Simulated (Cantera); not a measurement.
A perfectly stirred reactor is fed with CH3OH : O2 : N2 = 1 : 1 : 3.76 (molar parts), at 398 Torr; it is adiabatic with a 775 K inlet, and is followed from long to short residence time, starting on the burning branch (τ in s: 0.46, 0.15, 0.052, 0.018, 0.006, 0.002, 0.00068, 0.00023, 7.8e-05).

Cantera simulation using GRI-Mech 3.0 (53 species, 325 reactions); the numbers are that mechanism's predictions, not measurements. GRI-Mech 3.0 was tuned for natural gas; its chemistry of methanol as a main component is partial and can be far from experiment.

Question: What does this change do: inlet temperature 775 to 425 K?

Answer: 
| quantity | before | after |
|---|---|---|
| blow-out, bracketed by the residence times tried | burning at 78.0 µs, the shortest tried | burning at 0.230 ms, out at 78.0 µs |
| x(CH3OH) at τ = 0.460 s | 3.02e-7 | 6.74e-7 |
| x(O2) at τ = 0.460 s | 0.000155 | 5.53e-5 |
| x(H) at τ = 0.460 s | 0.00366 | 0.00232 |
| x(CO) at τ = 0.460 s | 0.0870 | 0.0835 |
| x(CH2) at τ = 0.460 s | 2.30e-8 | 2.21e-8 |
| x(CH3OH) at τ = 6.00 ms | 7.84e-6 | 1.22e-5 |
| x(O2) at τ = 6.00 ms | 0.00158 | 0.00103 |
| x(H) at τ = 6.00 ms | 0.0125 | 0.0110 |
| x(CO) at τ = 6.00 ms | 0.0861 | 0.0821 |
| x(CH2) at τ = 6.00 ms | 6.36e-7 | 8.05e-7 |

Question: What does this change do: O2 1 to 0.65 parts?

Answer: 
| quantity | before | after |
|---|---|---|
| blow-out, bracketed by the residence times tried | burning at 78.0 µs, the shortest tried | burning at 2.00 ms, out at 0.680 ms |
| x(CH3OH) at τ = 0.460 s | 3.02e-7 | 2.47e-6 |
| x(O2) at τ = 0.460 s | 0.000155 | 4.02e-5 |
| x(H) at τ = 0.460 s | 0.00366 | 0.00117 |
| x(CO) at τ = 0.460 s | 0.0870 | 0.111 |
| x(CH2) at τ = 0.460 s | 2.30e-8 | 5.87e-8 |
| x(CH3OH) at τ = 6.00 ms | 7.84e-6 | 8.88e-5 |
| x(O2) at τ = 6.00 ms | 0.00158 | 0.00137 |
| x(H) at τ = 6.00 ms | 0.0125 | 0.00257 |
| x(CO) at τ = 6.00 ms | 0.0861 | 0.113 |
| x(CH2) at τ = 6.00 ms | 6.36e-7 | 3.08e-6 |
